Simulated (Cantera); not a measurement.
Input (Python, Cantera):

```python
import numpy as np
import cantera as ct

gas = ct.Solution("gri30.yaml")
gas.TPX = 1325, 930000, {'CH4': 1, 'O2': 1.33, 'N2': 5.01}
reactor = ct.IdealGasConstPressureReactor(gas, energy="on", clone=False)
net = ct.ReactorNet([reactor])
net.rtol, net.atol = 1e-08, 1e-16
show = ['CH4', 'O2', 'H', 'C2H4', 'C2H6', 'HO2']
times = np.geomspace(1e-06, 2, 15)

steps = ct.SolutionArray(gas, extra=["t"])
rows = []
print(f"{'t/s':>10s}{'T/K':>9s}{'P/Pa':>11s}" + "".join(f"{s:>11s}" for s in show))
for t in times:
    while net.time < t:
        t_next = net.step()
        steps.append(gas.state, t=t_next)
    rows.append([np.interp(t, steps.t, y) for y in (steps.T, steps.P, *steps(*show).X.T)])
    print(f"{t:10.3e}{rows[-1][0]:9.1f}{rows[-1][1]:11.4g}" + "".join(f"{x:11.3e}" for x in rows[-1][2:]))
rate = np.gradient(steps.T, steps.t)
print("integrator steps:", len(steps.t))
if steps.T.max() > steps.T[0] + 200:
    print(f"time of steepest temperature rise: {steps.t[rate.argmax()]:.4e} s")
gas.TPX = 1325, 930000, {'CH4': 1, 'O2': 1.33, 'N2': 5.01}
gas.equilibrate("HP")
print(f"equilibrium (HP): T = {gas.T:.1f} K  " + "  ".join(f"{s} {gas[s].X[0]:.3e}" for s in show))
```

Result:

```
       t/s      T/K       P/Pa        CH4         O2          H       C2H4       C2H6        HO2
 1.000e-06   1325.0    9.3e+05  1.362e-01  1.812e-01  1.675e-10  3.428e-14  1.837e-12  8.829e-08
 2.819e-06   1325.0    9.3e+05  1.362e-01  1.812e-01  2.236e-10  1.202e-12  4.378e-11  2.432e-07
 7.946e-06   1325.0    9.3e+05  1.362e-01  1.812e-01  4.230e-10  3.828e-11  1.183e-09  6.418e-07
 2.240e-05   1325.0    9.3e+05  1.362e-01  1.812e-01  1.394e-09  1.565e-09  4.536e-08  1.486e-06
 6.314e-05   1325.0    9.3e+05  1.362e-01  1.812e-01  6.065e-09  8.317e-08  2.305e-06  2.289e-06
 1.780e-04   1325.6    9.3e+05  1.361e-01  1.811e-01  1.269e-08  1.414e-06  3.422e-05  3.163e-06
 5.017e-04   1328.7    9.3e+05  1.353e-01  1.806e-01  3.596e-08  1.317e-05  2.039e-04  7.480e-06
 1.414e-03   1459.1    9.3e+05  1.117e-01  1.610e-01  4.039e-06  1.826e-03  2.736e-03  1.289e-04
 3.986e-03   2686.2    9.3e+05  2.985e-11  1.097e-04  4.848e-03  1.405e-17  5.148e-22  1.768e-07
 1.124e-02   2686.2    9.3e+05  2.986e-11  1.097e-04  4.848e-03  1.405e-17  5.150e-22  1.767e-07
 3.168e-02   2686.2    9.3e+05  2.986e-11  1.097e-04  4.848e-03  1.405e-17  5.150e-22  1.767e-07
 8.929e-02   2686.2    9.3e+05  2.986e-11  1.097e-04  4.848e-03  1.405e-17  5.150e-22  1.767e-07
 2.517e-01   2686.2    9.3e+05  2.986e-11  1.097e-04  4.848e-03  1.405e-17  5.150e-22  1.767e-07
 7.095e-01   2686.2    9.3e+05  2.986e-11  1.097e-04  4.848e-03  1.405e-17  5.150e-22  1.767e-07
 2.000e+00   2686.2    9.3e+05  2.986e-11  1.097e-04  4.848e-03  1.405e-17  5.150e-22  1.767e-07
integrator steps: 2163
time of steepest temperature rise: 1.4827e-03 s
equilibrium (HP): T = 2686.2 K  CH4 3.383e-11  O2 1.097e-04  H 4.848e-03  C2H4 1.535e-17  C2H6 6.365e-22  HO2 1.767e-07
```

Model: GRI-Mech 3.0 (53 species, 325 reactions), integrated in Cantera.
